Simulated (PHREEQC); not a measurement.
## Metal-bearing waste water

Dissolve 0.024 mol/kgw ZnSO4, 0.019 mol/kgw MgSO4, 0.0004 mol/kgw HCl and 4.4e-05 mol/kgw Na2SO4 at 60 °C. Closed to the air; pH follows from the charge balance.

Equilibrium calculation in PHREEQC: ion-association model, phreeqc.dat.

| Quantity | Result |
|---|---|
| pH | 3.92 |
| ionic strength | 0.0815 mol/kgw |
| density | 0.989 g/cm³ |
| total alkalinity | -0.400 meq/kg |

```csv
species,molality,activity,log γ
SO4-2,0.0189,0.00711,-0.425
Zn+2,0.0127,0.00481,-0.422
MgSO4,0.0114,0.0116,0.008
ZnSO4,0.0100,0.0102,0.008
Mg+2,0.00765,0.00310,-0.392
Zn(SO4)2-2,0.00125,0.000463,-0.432
Cl-,0.000380,0.000292,-0.114
HSO4-,0.000253,0.000198,-0.108
H+,0.000147,0.000121,-0.084
Na+,8.44e-5,6.62e-5,-0.105
ZnCl+,1.95e-5,1.51e-5,-0.113
NaSO4-,3.64e-6,2.88e-6,-0.103
ZnOH+,5.99e-7,4.67e-7,-0.108
```

Precipitation was switched off in this run. Complexes and solids missing from the database can't appear. At this temperature some constants are extrapolated from 25 °C, and those without enthalpy data are left unchanged.
